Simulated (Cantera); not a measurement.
# Carbothermic reduction: Fe₂O₃ + C + H₂

Feed: 1 mol Fe₂O₃, 1.6 mol C, 1.8 mol H₂, at 1.33 mbar.

Cantera equilibrium calculation (NASA polynomials, part measured and part estimated; ideal gas, pure solids and liquids). Candidate condensed phases: C, C₆H₆, C₇H₈, C₈H₁₈, Fe, Fe(CO)₅, FeO, Fe(OH)₂, Fe(OH)₃, Fe₂O₃, Fe₃O₄, H₂O; 114 gas species. Each liquid is taken as pure. Mutual solubility and eutectic melting of coexisting phases are not modelled. The tables' stoichiometric FeO is somewhat more stable than real wüstite, so its field is too wide. FeO: taken at fixed stoichiometry. Kinetics and transport are ignored.

At 1675 °C the condensed part is Fe(l) + FeO(l). From 1750 °C to 1825 °C the condensed part is FeO(l). From 1900 °C to 2200 °C nothing is condensed. The main Fe-bearing gas is Fe throughout.

```
T (°C)  log p CO  log p Fe  log p H₂  log p H  log p H₂O  log p CO₂  log p O  log p OH  log p FeO  log p O₂  n Fe(l)  n FeO(l)
------  --------  --------  --------  -------  ---------  ---------  -------  --------  ---------  --------  -------  --------
1675       -3.32     -3.70     -3.40    -4.65      -3.73      -4.30    -7.40     -6.02      -5.79     -8.09    0.710     0.678
1750       -3.41     -3.41     -3.52    -4.48      -3.76      -4.32    -6.80     -5.71      -5.33     -7.41        0     0.565
1825       -3.49     -3.35     -3.70    -4.36      -3.66      -4.14    -6.06     -5.25      -4.91     -6.39        0     0.140
1900       -3.51     -3.34     -3.77    -4.20      -3.65      -4.11    -5.54     -4.96      -4.75     -5.80        0         0
1975       -3.52     -3.35     -3.79    -4.03      -3.69      -4.15    -5.15     -4.75      -4.71     -5.42        0         0
2050       -3.52     -3.36     -3.82    -3.87      -3.75      -4.20    -4.80     -4.58      -4.70     -5.11        0         0
2125       -3.53     -3.38     -3.86    -3.73      -3.85      -4.29    -4.51     -4.46      -4.73     -4.88        0         0
2200       -3.54     -3.40     -3.90    -3.60      -3.99      -4.41    -4.27     -4.39      -4.79     -4.74        0         0
```
log p: log10 of the partial pressure in bar; n: condensed amount in mol.
